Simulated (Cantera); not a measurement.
Mixture: CH4 : H2 : O2 : N2 : H2O = 1 : 0.044 : 1.26 : 4.75 : 1.2 (molar parts), equivalence ratio 1.6, at 10.0 bar, adiabatic and at constant volume. Ignition delay is the time to a rise of 400 K.

Computed with Cantera and GRI-Mech 3.0 (53 species, 325 reactions). Below about 1000 K GRI-Mech 3.0 lacks low-temperature oxidation paths. Below about 950 K walls govern HO2 and H2O2 in real vessels.

Question: Predict: delay at 875 K; delay at 975 K; delay at 1075 K; delay at 1175 K; delay at 1275 K; delay at 1375 K; apparent activation energy between 1175 and 1375 K.

Answer: 
```
Property                                                Result
--------------------------------------------------  ----------
delay at 875 K                                         0.311 s
delay at 975 K                                         36.6 ms
delay at 1075 K                                        9.12 ms
delay at 1175 K                                        3.46 ms
delay at 1275 K                                        1.50 ms
delay at 1375 K                                       0.651 ms
apparent activation energy between 1175 and 1375 K  110 kJ/mol
```
